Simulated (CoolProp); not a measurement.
Vapour-liquid equilibrium of propylene (1) + n-heptane (2) at 0.0469 MPa; x and y are mole fractions of (1).

Model: multi-fluid Helmholtz-energy mixture model, Lemmon 2013 and Span 2003; pair parameters Bell 2016, in CoolProp.

```tsv
x	bubble temperature (°C)	y at the bubble point	dew temperature at overall composition x (°C)	liquid density (mol/L)
0.05	16.7	0.918	72.7	7.036
0.125	-17.9	0.991	70.3	___
0.2	-33.3	0.998	67.8	8.136
0.275	___	0.999	65.1	8.599
0.35	-48.0	0.999	62.2	9.067
0.425	-51.8	1.000	59.0	9.555
0.5	-54.4	1.000	55.4	10.07
0.575	-56.3	1.000	51.4	10.62
0.65	-57.7	1.000	46.7	11.22
0.725	-58.9	1.000	41.2	11.88
0.8	-60.0	1.000	34.2	___
0.875	-61.1	1.000	___	13.39
0.95	-62.3	1.000	7.9	14.29
```

Problem. What belongs in the gaps?

Solution. 
- 0.125, liquid density (mol/L): 7.650
- 0.275, bubble temperature (°C): -42.2
- 0.8, liquid density (mol/L): 12.60
- 0.875, dew temperature at overall composition x (°C): 24.6

No azeotrope shows between x = 0.05 and 0.95.

Pair parameters are fitted to limited data, so mixtures are less certain than the pure fluids. The gap from Raoult's law changes sign with composition, which may be real or a fault of the pair parameters; it wasn't checked against measurements.
